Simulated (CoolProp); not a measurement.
Vapour-liquid equilibrium of propane (1) + isohexane (2) at 40.05 °C; x and y are mole fractions of (1).

Model: multi-fluid Helmholtz-energy mixture model, Lemmon 2009 and Lemmon 2006; pair parameters Bell 2016, in CoolProp.

Task: Give the bubble pressure and the first vapour's composition at x = 0.05, 0.275, 0.65. Is there an azeotrope?

Result: x = 0.05: 0.1099 MPa, y = 0.548; x = 0.275: 0.3805 MPa, y = 0.887; x = 0.65: 0.8542 MPa, y = 0.968. No azeotrope shows between x = 0.05 and 0.95.

The pair parameters rest on a limited set of measurements; away from them the model extrapolates.
